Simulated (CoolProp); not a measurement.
Dodecamethylpentasiloxane (MD3M) along the isobar 4.74 MPa: density (kg/m³) from the reference equation and from simpler models built on Tc = 628.0 K, pc = 0.9540 MPa, ω = 0.730; each cubic takes its own stable root.

Values from CoolProp's reference Helmholtz-energy equation of state, Thol 2019.

```csv
T (K),phase,reference,van der Waals,Redlich-Kwong,Soave-Redlich-Kwong,Peng-Robinson
475.3,liquid,709.8,438.2,606.9,644.9,724.0
489.8,liquid,695.5,433.7,597.2,633.7,711.6
504.3,liquid,680.9,429.2,587.3,622.1,698.4
518.7,liquid,666.2,424.6,577.3,609.8,684.6
533.2,liquid,651.2,420.0,567.1,596.9,669.9
547.7,liquid,635.8,415.3,556.7,583.4,654.3
562.1,liquid,620.3,410.6,546.2,569.3,638.0
576.6,liquid,604.3,405.8,535.5,554.4,620.8
591.1,liquid,587.9,400.9,524.7,538.9,602.7
605.5,liquid,571.2,396.0,513.8,522.8,583.9
620,liquid,554.0,391.1,502.7,506.0,564.1
```
